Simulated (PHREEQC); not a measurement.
A solution holds 0.0017 mol CdCl2, 0.0011 mol NaCl and 0.18 mol H2SO4 per kg of water, at 25 °C. Closed to the air; pH follows from the charge balance.

Equilibrium calculation in PHREEQC: ion-association model, phreeqc.dat.

- pH: 0.79
- ionic strength: 0.237 mol/kgw
- activity of water: 0.993
- specific conductance: 64900 µS/cm
- density: 1.008 g/cm³
- total alkalinity: -360 meq/kg

| species | molality | activity | log γ |
|---|---|---|---|
| H+ | 0.207 | 0.164 | -0.102 |
| HSO4- | 0.153 | 0.113 | -0.131 |
| SO4-2 | 0.0260 | 0.00713 | -0.561 |
| Cl- | 0.00439 | 0.00309 | -0.153 |
| Na+ | 0.00106 | 0.000786 | -0.131 |
| Cd+2 | 0.000911 | 0.000273 | -0.523 |
| CdSO4 | 0.000532 | 0.000562 | 0.024 |
| Cd(SO4)2-2 | 0.000146 | 4.39e-5 | -0.523 |
| CdCl+ | 0.000109 | 8.06e-5 | -0.131 |
| NaSO4- | 3.81e-5 | 2.81e-5 | -0.133 |
| CdCl2 | 9.82e-7 | 1.04e-6 | 0.024 |
| CdCl3- | 2.73e-9 | 2.02e-9 | -0.131 |

This is a speciation only: nothing precipitates in the calculation.
